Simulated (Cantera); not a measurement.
## Equilibrium for tantalum, niobium, vanadium and zirconium in process gases: V + N₂O + H₂

A closed system holds: 1 mol V, 0.34 mol N₂O, 38 mol H₂, equilibrated at 2450 K and 0.230 Pa.

Cantera equilibrium calculation (NASA polynomials, part measured and part estimated; ideal gas, pure solids and liquids). Candidate condensed phases: H₂O, V, VN, VO, V₂O₃, V₂O₄, V₂O₅; 28 gas species. Equilibrium is a limit: real reactors are often held back by kinetics, nucleation or transport.

| Quantity | Result |
|---|---|
| x(H) | 0.974 |
| x(V) | 0.0121 |
| x(H₂) | 0.00540 |
| x(N₂) | 0.00440 |
| x(O) | 0.00346 |
| x(VO) | 0.000893 |
| x(OH) | 2.89e-5 |
| x(VO₂) | 9.76e-6 |
| x(N) | 7.97e-6 |
| gas amount | 77.19 mol |
| log10 activity of V(l) (absent) | -4.26 |
| log10 activity of V₂O₅(l) (absent) | -25.26 |
